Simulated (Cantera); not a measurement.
Feed: 1 mol CuO, 1.2 mol CO, at 13000 Pa.

These are equilibrium values from Cantera (NASA tables, ideal gas, pure condensed phases), not measurements of a reactor. Candidate condensed phases: C, Cu, CuO, Cu2O; 15 gas species. Rates play no part. All values below are at 1177 °C.

Base state: CO2 0.833, CO 0.167, Cu 2.65e-5 (mole fractions); condensed: Cu(l).

Q: What changes in the equilibrium state with this change: CuO replaced by Fe3O4?

A: 
```json
[
 {"species": "CO2", "before": "0.833", "after": "0.833"},
 {"species": "CO", "before": "0.167", "after": "0.167"},
 {"species": "Cu", "before": "2.65e-5", "after": "0"},
 {"species": "Cu(l), mol", "before": "1.000", "after": "0"},
 {"species": "FeO(s), mol", "before": "0", "after": "3.00"}
]
```
The tables' stoichiometric FeO is somewhat more stable than real wüstite, so its field is too wide. FeO: taken at fixed stoichiometry. Further candidate phases: Fe, Fe(CO)5, FeO, Fe2O3, Fe3O4.
